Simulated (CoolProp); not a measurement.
Vapour-liquid equilibrium of R22 (1) + n-hexane (2) at 0.029 MPa; x and y are mole fractions of (1).

The numbers come from the multi-fluid Helmholtz-energy mixture model, Kamei 1995 and Thol 2019; pair parameters Bell 2016 in CoolProp.

| x | bubble temperature (K) | y at the bubble point | dew temperature at overall composition x (K) | liquid density (mol/L) |
|---|---|---|---|---|
| 0.05 | 259.0 | 0.910 | 305.5 | 8.215 |
| 0.125 | 236.4 | 0.982 | 303.6 | 8.810 |
| 0.2 | 226.9 | 0.992 | 301.4 | 9.307 |
| 0.275 | 221.7 | 0.995 | 299.1 | 9.795 |
| 0.35 | 218.6 | 0.997 | 296.6 | 10.30 |
| 0.425 | 216.5 | 0.997 | 293.9 | 10.83 |
| 0.5 | 215.1 | 0.998 | 290.8 | 11.40 |
| 0.575 | 214.0 | 0.998 | 287.4 | 12.02 |
| 0.65 | 213.2 | 0.998 | ___ | 12.70 |
| 0.725 | 212.4 | 0.999 | 278.6 | 13.45 |
| 0.8 | ___ | 0.999 | ___ | 14.28 |
| 0.875 | 210.6 | 0.999 | 264.4 | ___ |
| 0.95 | 209.6 | 1.000 | 250.0 | 16.28 |

Q: Fill in the missing entries.

A: 
- 0.65, dew temperature at overall composition x (K): 283.4
- 0.8, bubble temperature (K): 211.6
- 0.8, dew temperature at overall composition x (K): 272.7
- 0.875, liquid density (mol/L): 15.22

No azeotrope shows between x = 0.05 and 0.95.

Pair parameters are fitted to limited data, so mixtures are less certain than the pure fluids. With so large a gap from Raoult's law the liquid may split in two, which this calculation doesn't test in full.
